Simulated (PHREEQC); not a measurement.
Solution (30 °C): 5 mmol/kgw NaBr, 0.07 mmol/kgw Ca(NO3)2 and 8.9 mmol/kgw HBF4. Closed to the air; pH follows from the charge balance.

All values are PHREEQC results (ion-association model, phreeqc.dat), not measurements.

No solid was allowed to form.

Question: Estimate the pH.

Answer: pH 2.14.

Question: In which forms is B present?

Answer: BF4- 77 %, H3BO3 16 %, BF3OH- 5.3 %, BF2(OH)2- 1.5 % of the B.

Species that the database lacks are ignored. Real BF4- forms and hydrolyses slowly; the run takes it at equilibrium.
